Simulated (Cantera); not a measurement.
Feed: 1 mol CH₂F₂, 2.4 mol HCl, equilibrated at 2025 K and 0.000460 bar.

These are equilibrium values from Cantera (NASA tables, ideal gas, pure condensed phases), not measurements of a reactor. Candidate condensed phases: C, C₆H₆, C₇H₈, C₈H₁₈; 118 gas species. Equilibrium is a limit: real reactors are often held back by kinetics, nucleation or transport.

Base state: HF 0.423, HCl 0.390, Cl 0.118, H₂ 0.0489, H 0.0198, F 7.81e-5, C₂H₂ (acetylene) 4.42e-5 (mole fractions); condensed: C(graphite).

Problem. What changes in the equilibrium state with this change: temperature from 2025 K to 2875 K?

Solution. 
| species | before | after |
|---|---|---|
| H | 0.0198 | 0.363 |
| Cl | 0.118 | 0.307 |
| HF | 0.423 | 0.194 |
| HCl | 0.390 | 0.00666 |
| C₃ | 1.11e-7 | 0.0319 |
| C | 1.13e-7 | 0.0183 |
| F | 7.81e-5 | 0.0638 |
| H₂ | 0.0489 | 0.00540 |
| C₂ | 9.40e-9 | 0.00551 |
| C₅ | <1e-9 | 0.000130 |
| C₄ | <1e-9 | 4.27e-5 |
| CF | 4.09e-7 | 0.00323 |
| CH | 2.62e-9 | 1.60e-5 |
| C(graphite), mol | 1.000 | 0 |

Problem. What changes in the equilibrium state with this change: pressure from 0.000460 bar to 0.133 bar?

Solution. 
| species | before | after |
|---|---|---|
| HCl | 0.390 | 0.519 |
| HF | 0.423 | 0.450 |
| Cl | 0.118 | 0.0203 |
| H₂ | 0.0489 | 0.00999 |
| H | 0.0198 | 0.000527 |
| Cl₂ | 9.68e-6 | 8.39e-5 |
| F | 7.81e-5 | 1.08e-5 |
| C₂H₂ (acetylene) | 4.42e-5 | 9.04e-6 |
| C(graphite), mol | 1.000 | 1.000 |

Problem. What changes in the equilibrium state with this change: temperature from 2025 K to 3500 K?

Solution. 
```tsv
species	before	after
H	0.0198	0.445
Cl	0.118	0.248
F	7.81e-5	0.197
HF	0.423	0.00859
HCl	0.390	0.000219
C	1.13e-7	0.0984
H₂	0.0489	0.000261
C₂	9.40e-9	0.00165
C₂H₂ (acetylene)	4.42e-5	1.30e-8
CF	4.09e-7	0.000836
C(graphite), mol	1.000	0
```
